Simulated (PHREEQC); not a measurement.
A solution holds 0.041 mol/kgw NaH2PO4, 0.187 mol/kgw NaOH and 3.4e-05 mol/kgw KCl, at 60 °C. Closed to the air; pH follows from the charge balance.

The numbers come from PHREEQC with the ion-association model, phreeqc.dat.

No solid was allowed to form.

What pH, specific conductance does the model give?

pH 11.88; specific conductance 52900 µS/cm.

In which forms is P present?

PO4-3 84 %, HPO4-2 14 %, NaHPO4- 1.5 % of the P.

Away from 25 °C the constants follow the database's enthalpies or fits; those with neither stay at their 25 °C values.
